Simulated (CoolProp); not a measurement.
Vapour pressure (kPa) of octamethylcyclotetrasiloxane (D4): the reference equation beside estimates from Tc = 313.4 °C, pc = 1347 kPa, ω = 0.598. Clausius-Clapeyron is anchored at 114.45 °C with a constant enthalpy of vaporisation of 45.55 kJ/mol.

Values from CoolProp's reference Helmholtz-energy equation of state, Thol 2015.

| T (°C) | reference | Lee-Kesler | Clausius-Clapeyron | van der Waals | Redlich-Kwong | Soave-Redlich-Kwong | Peng-Robinson |
|---|---|---|---|---|---|---|---|
| 90.05 | 5.715 | 5.825 | 5.956 | 140.1 | 38.15 | 5.815 | 6.183 |
| 94.95 | 7.072 | 7.183 | 7.281 | 151.0 | 43.58 | 7.172 | 7.585 |
| 99.85 | 8.687 | 8.796 | 8.853 | 162.5 | 49.58 | 8.783 | 9.242 |
| 104.75 | 10.60 | 10.70 | 10.71 | 174.5 | 56.16 | 10.69 | 11.19 |
| 109.65 | 12.84 | 12.93 | 12.89 | 187.1 | 63.38 | 12.92 | 13.47 |
| 114.45 | 15.39 | 15.48 | 15.39 | 200.1 | 71.09 | 15.47 | 16.06 |
| 119.35 | 18.42 | 18.49 | 18.36 | 213.8 | 79.65 | 18.48 | 19.11 |
| 124.25 | 21.91 | 21.97 | 21.81 | 228.3 | 88.95 | 21.96 | 22.63 |
| 129.15 | 25.92 | 25.96 | 25.80 | 243.3 | 99.02 | 25.96 | 26.65 |
| 134.05 | 30.50 | 30.52 | 30.40 | 259.0 | 109.9 | 30.53 | 31.24 |
| 138.95 | 35.71 | 35.70 | 35.67 | 275.3 | 121.6 | 35.73 | 36.45 |
| 143.85 | 41.60 | 41.57 | 41.70 | 292.3 | 134.2 | 41.62 | 42.34 |
| 148.75 | 48.24 | 48.19 | 48.57 | 309.9 | 147.7 | 48.28 | 48.98 |

Absolute difference from the reference over all 13 rows, mean and median: Lee-Kesler 0.6 and 0.4 %, Clausius-Clapeyron 1.0 and 0.5 %, van der Waals 1205.2 and 1060.7 %, Redlich-Kwong 353.1 and 332.4 %, Soave-Redlich-Kwong 0.6 and 0.3 %, Peng-Robinson 4.2 and 3.7 %.
